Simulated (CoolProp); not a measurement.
Saturation properties of normal hydrogen (Tc = -240.0 °C, pc = 1296 kPa, ω = -0.219).

Model: reference Helmholtz-energy equation of state, Leachman 2009, in CoolProp.

```json
[
 {"T (°C)": "-249.15", "p (kPa)": "258.1", "vapour density (kg/m³)": "3.156", "liquid cp (kJ/(kg K))": "12.32", "surface tension (mN/m)": "1.29"},
 {"T (°C)": "-248.15", "p (kPa)": "?", "vapour density (kg/m³)": "3.894", "liquid cp (kJ/(kg K))": "13.30", "surface tension (mN/m)": "1.13"},
 {"T (°C)": "-247.15", "p (kPa)": "394.0", "vapour density (kg/m³)": "4.767", "liquid cp (kJ/(kg K))": "14.49", "surface tension (mN/m)": "0.961"},
 {"T (°C)": "-246.15", "p (kPa)": "?", "vapour density (kg/m³)": "?", "liquid cp (kJ/(kg K))": "15.99", "surface tension (mN/m)": "0.800"},
 {"T (°C)": "-245.05", "p (kPa)": "583.8", "vapour density (kg/m³)": "7.187", "liquid cp (kJ/(kg K))": "18.21", "surface tension (mN/m)": "0.627"},
 {"T (°C)": "-244.05", "p (kPa)": "693.6", "vapour density (kg/m³)": "8.729", "liquid cp (kJ/(kg K))": "21.16", "surface tension (mN/m)": "0.475"},
 {"T (°C)": "-243.05", "p (kPa)": "817.4", "vapour density (kg/m³)": "10.66", "liquid cp (kJ/(kg K))": "25.89", "surface tension (mN/m)": "?"},
 {"T (°C)": "-242.05", "p (kPa)": "956.3", "vapour density (kg/m³)": "13.20", "liquid cp (kJ/(kg K))": "35.06", "surface tension (mN/m)": "0.200"},
 {"T (°C)": "-240.95", "p (kPa)": "1129", "vapour density (kg/m³)": "17.48", "liquid cp (kJ/(kg K))": "68.28", "surface tension (mN/m)": "?"}
]
```

Question: Complete the blanks.

Answer: 
- -248.15, p (kPa): 321.0
- -246.15, p (kPa): 477.9
- -246.15, vapour density (kg/m³): 5.805
- -243.05, surface tension (mN/m): 0.331
- -240.95, surface tension (mN/m): 0.0817

It boils at -252.8 °C under 1 atm.

Surface tension comes from a separate correlation (Mulero 2012).
